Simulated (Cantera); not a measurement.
A Cantera script and what it prints.

```python
import numpy as np
import cantera as ct

gas_names = """
    CL CL2 H HCL H2 N NH NH2 NH3 N2 N2H2 N2H4 Si SiCL SiCL2 SiCL3 SiCL4 SiH SiHCL3 SiH2 SiH2CL2 SiH3
    SiH3CL SiH4 SiN Si2 Si2N Si3
""".split()
cond_names = """
    NH4CL(a) NH4CL(b) Si(cr) Si(L) Si3N4(a)
""".split()


# ... load() reads the species with a 1 bar reference pressure and builds the phases ...
atoms = {
    'SiH2Cl2': {'Si': 1, 'H': 2, 'CL': 2},
    'N2': {'N': 2},
}
top_T = {'Si3N4(a)': 2400}  # K; cautious upper limits of use, not melting points


# ... equilibrate(T, P, feed) seeds the gas with the atoms and calls Mixture.equilibrate('TP', solver="vcs", rtol=1e-11, max_steps=5000) ...
results = []
feed = {'SiH2Cl2': 1, 'N2': 4.4}  # mol
P = 10000  # Pa
for T in [1075, 1175, 1275, 1375, 1475, 1575, 1675, 1775, 1875, 1975]:
    mix = equilibrate(T, P, feed)
    results.append((T, P, feed, dict(zip(mix.species_names, mix.species_moles))))
    x = sorted(zip(gas.X, gas.species_names), reverse=True)
    print(f"T = {T:g} K  P = {P:g} Pa  gas = {mix.phase_moles(0):.4g} mol")
    print("   x: " + "  ".join(f"{s} {v:.3e}" for v, s in x if v > 1e-06))
    print("   condensed (mol): " + ("  ".join(f"{mix.phase(i).name} {mix.phase_moles(i):.4g}"
          for i in range(1, mix.n_phases) if mix.phase_moles(i) > 1e-12) or "none"))
```

It prints:

```
T = 1075 K  P = 10000 Pa  gas = 5.661 mol
   x: N2 6.849e-01  HCL 2.006e-01  H2 7.623e-02  SiCL4 3.796e-02  SiHCL3 1.792e-04  SiCL3 8.749e-05  SiCL2 3.193e-06
   condensed (mol): Si3N4(a) 0.2612
T = 1175 K  P = 10000 Pa  gas = 5.666 mol
   x: N2 6.832e-01  HCL 2.079e-01  H2 7.239e-02  SiCL4 3.572e-02  SiCL3 4.049e-04  SiHCL3 2.933e-04  SiCL2 4.484e-05
   condensed (mol): Si3N4(a) 0.2645
T = 1275 K  P = 10000 Pa  gas = 5.673 mol
   x: N2 6.818e-01  HCL 2.132e-01  H2 6.947e-02  SiCL4 3.323e-02  SiCL3 1.443e-03  SiHCL3 4.371e-04  SiCL2 4.076e-04  CL 1.601e-06
   condensed (mol): Si3N4(a) 0.2662
T = 1375 K  P = 10000 Pa  gas = 5.69 mol
   x: N2 6.804e-01  HCL 2.153e-01  H2 6.778e-02  SiCL4 2.927e-02  SiCL3 4.053e-03  SiCL2 2.579e-03  SiHCL3 5.878e-04  CL 7.421e-06  H 2.821e-06  SiH2CL2 1.749e-06
   condensed (mol): Si3N4(a) 0.2641
T = 1475 K  P = 10000 Pa  gas = 5.743 mol
   x: N2 6.784e-01  HCL 2.105e-01  H2 6.853e-02  SiCL4 2.175e-02  SiCL2 1.149e-02  SiCL3 8.570e-03  SiHCL3 6.701e-04  CL 2.672e-05  H 1.074e-05  SiH2CL2 3.240e-06
   condensed (mol): Si3N4(a) 0.252
T = 1575 K  P = 10000 Pa  gas = 5.855 mol
   x: N2 6.759e-01  HCL 1.923e-01  H2 7.433e-02  SiCL2 3.395e-02  SiCL3 1.192e-02  SiCL4 1.096e-02  SiHCL3 5.650e-04  CL 7.364e-05  H 3.583e-05  SiH2CL2 4.810e-06  SiCL 1.023e-06
   condensed (mol): Si3N4(a) 0.2213
T = 1675 K  P = 10000 Pa  gas = 5.996 mol
   x: N2 6.750e-01  HCL 1.594e-01  H2 8.687e-02  SiCL2 6.479e-02  SiCL3 1.011e-02  SiCL4 3.279e-03  SiHCL3 3.225e-04  CL 1.550e-04  H 1.082e-04  SiCL 8.747e-06  SiH2CL2 5.473e-06
   condensed (mol): Si3N4(a) 0.1764
T = 1775 K  P = 10000 Pa  gas = 6.112 mol
   x: N2 6.765e-01  HCL 1.223e-01  H2 1.023e-01  SiCL2 9.131e-02  SiCL3 6.231e-03  SiCL4 7.194e-04  H 2.927e-04  CL 2.689e-04  SiHCL3 1.418e-04  SiCL 5.206e-05  SiH2CL2 5.020e-06  Si 4.279e-06
   condensed (mol): Si3N4(a) 0.1327
T = 1875 K  P = 10000 Pa  gas = 6.198 mol
   x: N2 6.785e-01  H2 1.158e-01  SiCL2 1.103e-01  HCL 9.032e-02  SiCL3 3.409e-03  H 7.053e-04  CL 4.167e-04  SiCL 2.406e-04  SiCL4 1.484e-04  SiHCL3 5.693e-05  Si 5.076e-05  SiH 5.063e-06  SiN 4.734e-06  SiH2CL2 4.063e-06  Si2N 3.937e-06  SiH2 3.224e-06
   condensed (mol): Si3N4(a) 0.09723
T = 1975 K  P = 10000 Pa  gas = 6.405 mol
   x: N2 6.869e-01  H2 1.182e-01  SiCL2 1.152e-01  HCL 7.429e-02  SiCL3 1.977e-03  H 1.488e-03  SiCL 7.418e-04  CL 6.986e-04  Si 3.232e-04  SiCL4 4.056e-05  Si2N 3.150e-05  SiH 2.530e-05  SiHCL3 2.393e-05  SiN 2.343e-05  SiH2 1.087e-05  Si2 3.152e-06  SiH2CL2 2.711e-06
   condensed (mol): Si(L) 0.2415
```

Method: chemical equilibrium by Gibbs-energy minimisation in Cantera with the NASA 1993 tables (ideal gas, pure condensed phases). N2 is the only nitrogen source here; it is nearly inert below about 1500 K, so the nitride shown seldom forms there in practice. The tables' values for SiCl3, SiCl, SiN are old estimates; treat these amounts as uncertain. Gases not in the tables: Si2H6 and higher silanes.
